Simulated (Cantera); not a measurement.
Cantera run:

```python
import numpy as np
import cantera as ct

gas_names = [...]  # 95 gases of nasa_gas.yaml made of C, F, H
cond_names = """
    C(gr) C6H6(L) C7H8(L) C8H18(L),n-octa
""".split()


# ... load() reads the species with a 1 bar reference pressure and builds the phases ...
atoms = {
    'CF4': {'C': 1, 'F': 4},
    'CH4': {'C': 1, 'H': 4},
    'H2': {'H': 2},
}
top_T = {'C(gr)': 4500}  # K; cautious upper limits of use, not melting points


# ... equilibrate(T, P, feed) seeds the gas with the atoms and calls Mixture.equilibrate('TP', solver="vcs", rtol=1e-11, max_steps=5000) ...
results = []
feed = {'CF4': 1, 'CH4': 0.01, 'H2': 0.16}  # mol
P = 83  # Pa
for T in [1723, 1823, 1923, 2023, 2123, 2223, 2323, 2423, 2523, 2623]:
    mix = equilibrate(T, P, feed)
    results.append((T, P, feed, dict(zip(mix.species_names, mix.species_moles))))

top = {s: max(r[3][s] / sum(r[3][g] for g in gas_names) for r in results) for s in gas_names}
cols = sorted((s for s in top if top[s] > 0.001), key=lambda s: -top[s])[:6]
seen = [c for c in cond_names if any(r[3].get(c, 0) > 1e-12 for r in results)]
print("log10 of partial pressures in bar; condensed amounts in mol")
print(f"{'T/K':>10s}" + "".join(f"{s[:9]:>10s}" for s in cols + seen))
for T, P, feed, n in results:
    ng = sum(n[g] for g in gas_names)
    print(f"{T:10.4g}" + "".join(f"{np.log10(max(n[s] / ng * P / 1e5, 1e-99)):10.3f}" for s in cols)
          + "".join(f"{n.get(c, 0):10.4g}" for c in seen))
```

Output:

```
log10 of partial pressures in bar; condensed amounts in mol
       T/K         F       CF4       CF2        HF        CF       CF3     C(gr)
      1723    -5.088    -3.243    -4.736    -3.637    -8.117    -5.916   0.08836
      1823    -4.570    -3.278    -4.292    -3.653    -7.322    -5.567   0.06837
      1923    -4.121    -3.368    -3.925    -3.695    -6.626    -5.299   0.02531
      2023    -3.706    -3.564    -3.729    -3.779    -6.143    -5.181         0
      2123    -3.442    -4.026    -3.614    -3.910    -5.656    -5.249         0
      2223    -3.320    -4.817    -3.642    -4.001    -5.226    -5.562    0.1013
      2323    -3.235    -5.757    -3.836    -4.053    -4.977    -6.041    0.3623
      2423    -3.189    -6.752    -4.081    -4.085    -4.781    -6.580    0.5697
      2523    -3.167    -7.748    -4.347    -4.105    -4.622    -7.136    0.6829
      2623    -3.159    -8.721    -4.620    -4.120    -4.489    -7.691    0.6937
```

Equilibrium computed with Cantera from the NASA thermochemical tables; the gas is ideal and each condensed phase is pure. Gases not in the tables: C2F6 and larger saturated fluorocarbons.
